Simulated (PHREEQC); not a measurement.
Solution (25 °C): 0.83 mol Na2CO3 and 0.79 mol KCl per kg of water. Closed to the air; pH follows from the charge balance.

The numbers come from PHREEQC with the Pitzer model, pitzer.dat.

```csv
quantity,before,after
pH,11.66,13.79
ionic strength (mol/kgw),3.27,1.62
SI of Sylvite (KCl),-1.61,-1.53
SI of Halite (NaCl),-2.01,-2.20
```

**Question.** Which change was made?
A) diluted 100-fold with water
B) KCl from 0.79 to 0.158 mol/kgw
C) KCl from 0.79 to 1.58 mol/kgw
D) Na2CO3 replaced by Na2SO4 at the same molality
E) Na2CO3 replaced by NaOH at the same molality

**Answer.** E, Na2CO3 replaced by NaOH at the same molality

This is a speciation only: nothing precipitates in the calculation. In brines, pH and single-ion activities rest on the MacInnes convention.
